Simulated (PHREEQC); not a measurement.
Acid rinse or clean: speciation

Consider water at 20 °C with 0.18 mol/kgw HNO3, 0.0019 mol/kgw NiCl2 and 0.24 mol/kgw KCl. Closed to the air; pH follows from the charge balance.

All values are PHREEQC results (ion-association model, wateq4f.dat), not measurements.

Each row changes one thing in this solution. This is a speciation only: nothing precipitates in the calculation.

```json
[
 {"case": "as made", "pH": "0.86", "ionic strength (mol/kgw)": "0.425", "Ni+2 (mol/kgw)": "0.00156", "NiCl+ (mol/kgw)": "0.000246", "NiCl2 (mol/kgw)": "9.50e-5"},
 {"case": "0.013 mol/kgw K2HPO4 added", "pH": "0.92", "ionic strength (mol/kgw)": "0.426", "Ni+2 (mol/kgw)": "0.00156", "NiCl+ (mol/kgw)": "0.000246", "NiCl2 (mol/kgw)": "9.50e-5"},
 {"case": "0.24 mol/kgw Na2SO4 added", "pH": "1.26", "ionic strength (mol/kgw)": "0.829", "Ni+2 (mol/kgw)": "0.000963", "NiCl+ (mol/kgw)": "0.000163", "NiCl2 (mol/kgw)": "5.59e-5"},
 {"case": "temperature from 20 to 10 °C", "pH": "0.86", "ionic strength (mol/kgw)": "0.425", "Ni+2 (mol/kgw)": "0.00155", "NiCl+ (mol/kgw)": "0.000250", "NiCl2 (mol/kgw)": "9.76e-5"},
 {"case": "KCl from 0.24 to 0.264 mol/kgw", "pH": "0.86", "ionic strength (mol/kgw)": "0.449", "Ni+2 (mol/kgw)": "0.00153", "NiCl+ (mol/kgw)": "0.000264", "NiCl2 (mol/kgw)": "0.000111"},
 {"case": "diluted 100-fold with water", "pH": "2.77", "ionic strength (mol/kgw)": "0.00426", "Ni+2 (mol/kgw)": "1.89e-5", "NiCl+ (mol/kgw)": "8.75e-8", "NiCl2 (mol/kgw)": "6.73e-10"}
]
```

The ionic strength passes 0.7 mol/kgw, the rough limit of the ion-association models, in 0.24 mol/kgw Na2SO4 added. Complexes and solids missing from the database can't appear. Away from 25 °C the constants follow the database's enthalpies or fits; those with neither stay at their 25 °C values.
